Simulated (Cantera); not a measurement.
Input (Python, Cantera):

```python
import numpy as np
import cantera as ct

gas = ct.Solution("gri30.yaml")
gas.TPX = 1100, 950000, {'CO': 0.0019, 'O2': 0.016, 'H2O': 0.00032, 'N2': 1}
reactor = ct.IdealGasConstPressureReactor(gas, energy="off", clone=False)
net = ct.ReactorNet([reactor])
net.rtol, net.atol = 1e-08, 1e-18
show = ['CO', 'O2', 'H2O', 'NO', 'OH']
times = np.geomspace(0.0007, 20, 11)

steps = ct.SolutionArray(gas, extra=["t"])
rows = []
print(f"{'t/s':>10s}{'T/K':>9s}{'P/Pa':>11s}" + "".join(f"{s:>11s}" for s in show))
for t in times:
    while net.time < t:
        t_next = net.step()
        steps.append(gas.state, t=t_next)
    rows.append([np.interp(t, steps.t, y) for y in (steps.T, steps.P, *steps(*show).X.T)])
    print(f"{t:10.3e}{rows[-1][0]:9.1f}{rows[-1][1]:11.4g}" + "".join(f"{x:11.3e}" for x in rows[-1][2:]))
rate = np.gradient(steps.T, steps.t)
print("integrator steps:", len(steps.t))
if steps.T.max() > steps.T[0] + 200:
    print(f"time of steepest temperature rise: {steps.t[rate.argmax()]:.4e} s")
gas.TPX = 1100, 950000, {'CO': 0.0019, 'O2': 0.016, 'H2O': 0.00032, 'N2': 1}
gas.equilibrate("TP")
print(f"equilibrium (TP): T = {gas.T:.1f} K  " + "  ".join(f"{s} {gas[s].X[0]:.3e}" for s in show))
```

Output:

```
       t/s      T/K       P/Pa         CO         O2        H2O         NO         OH
 7.000e-04   1100.0    9.5e+05  1.866e-03  1.571e-02  3.143e-04  1.054e-17  1.784e-11
 1.953e-03   1100.0    9.5e+05  1.866e-03  1.571e-02  3.143e-04  6.673e-17  4.578e-11
 5.449e-03   1100.0    9.5e+05  1.866e-03  1.571e-02  3.143e-04  4.278e-16  1.262e-10
 1.520e-02   1100.0    9.5e+05  1.866e-03  1.571e-02  3.143e-04  4.454e-15  4.759e-10
 4.241e-02   1100.0    9.5e+05  1.862e-03  1.571e-02  3.142e-04  1.688e-13  3.546e-09
 1.183e-01   1100.0    9.5e+05  1.807e-03  1.568e-02  3.140e-04  5.432e-12  1.176e-08
 3.301e-01   1100.0    9.5e+05  1.630e-03  1.560e-02  3.139e-04  5.511e-11  1.195e-08
 9.210e-01   1100.0    9.5e+05  1.229e-03  1.540e-02  3.139e-04  3.768e-10  1.180e-08
 2.569e+00   1100.0    9.5e+05  5.979e-04  1.509e-02  3.142e-04  1.723e-09  1.122e-08
 7.169e+00   1100.0    9.5e+05  1.095e-04  1.485e-02  3.145e-04  4.594e-09  1.106e-08
 2.000e+01   1100.0    9.5e+05  9.968e-07  1.479e-02  3.146e-04  1.808e-08  1.681e-08
integrator steps: 1008
equilibrium (TP): T = 1100.0 K  CO 6.701e-12  O2 1.478e-02  H2O 3.146e-04  NO 2.533e-05  OH 1.122e-08
```

Computed with Cantera and GRI-Mech 3.0 (53 species, 325 reactions).
